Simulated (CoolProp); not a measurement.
A closed Brayton cycle with carbon dioxide: compressor inlet 332.15 K and 8.9 MPa, high pressure 29.3 MPa, turbine inlet 745 K, compressor efficiency 0.85, turbine efficiency 0.93, recuperator effectiveness 0.9 (on enthalpy, no pinch check). Each further row changes one setting.

Model: reference Helmholtz-energy equation of state, Span 1996, in CoolProp.

| case | thermal efficiency (%) | net work (kJ/kg) | compressor to turbine work | compressor exit (K) | turbine exit (K) |
|---|---|---|---|---|---|
| as stated | 30.4 | 73.5 | 0.48 | 434.3 | 607.2 |
| turbine inlet 695 K | ___ | 61.8 | ___ | 434.3 | 562.3 |
| compressor inlet 342.15 K | 28.5 | ___ | ___ | 451.5 | 607.2 |
| high pressure 24.9 MPa | 30.3 | 67.6 | 0.45 | ___ | 625.5 |
| recuperator effectiveness 0.5 | 22.9 | 73.5 | 0.48 | 434.3 | 607.2 |

### Question
Some entries are withheld; supply them.

### Answer

- turbine inlet 695 K, thermal efficiency (%): 27.4
- turbine inlet 695 K, compressor to turbine work: 0.52
- compressor inlet 342.15 K, net work (kJ/kg): 66.2
- compressor inlet 342.15 K, compressor to turbine work: 0.53
- high pressure 24.9 MPa, compressor exit (K): 419.9
